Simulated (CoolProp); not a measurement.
Vapour-liquid equilibrium of 1-butene (1) + n-butane (2) at -79.75 °C; x and y are mole fractions of (1).

Computed with CoolProp (multi-fluid Helmholtz-energy mixture model, Lemmon 2005 and Bücker 2006; pair parameters Bell 2016).

```tsv
x	bubble pressure, mixture model (MPa)	bubble pressure, Raoult's law (MPa)	y, mixture model	y, Raoult's law
0.05	0.001161	0.001159	0.069	0.067
0.125	0.001196	0.001190	0.169	0.164
0.2	0.001233	0.001222	0.263	0.255
0.275	0.001269	0.001254	0.351	0.342
0.35	0.001305	0.001286	0.434	0.425
0.425	0.001340	0.001317	0.511	0.504
0.5	0.001374	0.001349	0.584	0.578
0.575	0.001407	0.001381	0.652	0.650
0.65	0.001439	0.001413	0.717	0.718
0.725	0.001468	0.001444	0.780	0.783
0.8	0.001496	0.001476	0.840	0.846
0.875	0.001522	0.001508	0.900	0.906
0.95	0.001546	0.001540	0.960	0.963
```

The largest gap from Raoult's law is +1.9 % in bubble pressure, at x = 0.575. No azeotrope shows between x = 0.05 and 0.95.

Pair parameters are fitted to limited data, so mixtures are less certain than the pure fluids.
